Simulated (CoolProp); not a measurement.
n-perfluoropentane at 293.15 K and 0.0404 MPa is compressed adiabatically to 0.205 MPa with isentropic efficiency 0.8. Each further row changes one setting.

Computed with CoolProp (reference Helmholtz-energy equation of state, Gao 2022).

| case | work (kJ/kg) | final phase | final density (kg/m³) |
|---|---|---|---|
| as stated | 16.6 | [?] | 26.0 |
| efficiency 1 | [?] | [?] | [?] |
| efficiency 0.65 | [?] | two-phase, vapour fraction 0.977 | [?] |

Task: What belongs in the gaps?

Result: 
- as stated, final phase: two-phase, vapour fraction 0.931
- efficiency 1, work (kJ/kg): 13.3
- efficiency 1, final phase: two-phase, vapour fraction 0.892
- efficiency 1, final density (kg/m³): 27.1
- efficiency 0.65, work (kJ/kg): 20.4
- efficiency 0.65, final density (kg/m³): 24.8
